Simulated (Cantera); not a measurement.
# Thermodynamics of fluorocarbon and chlorocarbon gases, feed c-C4F8 + F2

Feed: 1 mol c-C4F8, 0.012 mol F2, equilibrated at 2850 °C and 18.0 Pa.

Method: chemical equilibrium by Gibbs-energy minimisation in Cantera with the NASA 1993 tables (ideal gas, pure condensed phases). Candidate condensed phases: C; 13 gas species. The feed counts by its element totals alone. The numbers say what is thermodynamically allowed, not how fast it happens.

| Property | Result |
|---|---|
| x(F) | 0.738 |
| x(C) | 0.170 |
| x(C3) | 0.0460 |
| x(C2) | 0.0244 |
| x(CF) | 0.0214 |
| x(CF2) | 6.49e-5 |
| x(C5) | 4.64e-5 |
| x(C4) | 4.28e-5 |
| gas amount | 10.56 mol |
| log10 activity of C(graphite) (absent) | -0.71 |
